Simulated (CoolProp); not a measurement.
Values from CoolProp's reference Helmholtz-energy equation of state, Penoncello 2003.

Q: For CHF3 (R23), give the phase and the cv (kJ/(kg K)), speed of sound (m/s), Joule-Thomson coefficient (K/MPa), viscosity (µPa s) at 226.4 K and 2.64 MPa.

A: 
- 226.4 K and 2.64 MPa: liquid; cv 0.726, speed of sound 649, Joule-Thomson coefficient -0.137, viscosity 187

Viscosity comes from a separate model (Shan 2000).
